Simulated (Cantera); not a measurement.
Charge: 1 mol C2H5OH, 0.18 mol NH3, equilibrated at 14.0 bar.

These are equilibrium values from Cantera (NASA tables, ideal gas, pure condensed phases), not measurements of a reactor. Candidate condensed phases: C, C6H6, C7H8, C8H18, H2O; 169 gas species. Ions and electrons are included (thermal ionisation). The numbers say what is thermodynamically allowed, not how fast it happens.

Which condensed phases are stable at each of these points (T (K)): 2000, 2250, 2500, 2750, 3000, 3250, 3500, 3750, 4000, 4250, 4500, 4750, 5000?


```json
[
 {"T (K)": "2000", "condensed phases": "C(graphite)", "C condensed (%)": "48.7"},
 {"T (K)": "2250", "condensed phases": "C(graphite)", "C condensed (%)": "47.5"},
 {"T (K)": "2500", "condensed phases": "C(graphite)", "C condensed (%)": "44.3"},
 {"T (K)": "2750", "condensed phases": "C(graphite)", "C condensed (%)": "37.7"},
 {"T (K)": "3000", "condensed phases": "C(graphite)", "C condensed (%)": "25.7"},
 {"T (K)": "3250", "condensed phases": "C(graphite)", "C condensed (%)": "6.4"},
 {"T (K)": "3500", "condensed phases": "gas only", "C condensed (%)": "0.0"},
 {"T (K)": "3750", "condensed phases": "gas only", "C condensed (%)": "0.0"},
 {"T (K)": "4000", "condensed phases": "gas only", "C condensed (%)": "0.0"},
 {"T (K)": "4250", "condensed phases": "gas only", "C condensed (%)": "0.0"},
 {"T (K)": "4500", "condensed phases": "gas only", "C condensed (%)": "0.0"},
 {"T (K)": "4750", "condensed phases": "gas only", "C condensed (%)": "0.0"},
 {"T (K)": "5000", "condensed phases": "gas only", "C condensed (%)": "0.0"}
]
```

From 2000 K to 3250 K the condensed part is C(graphite). From 3500 K to 5000 K nothing is condensed.
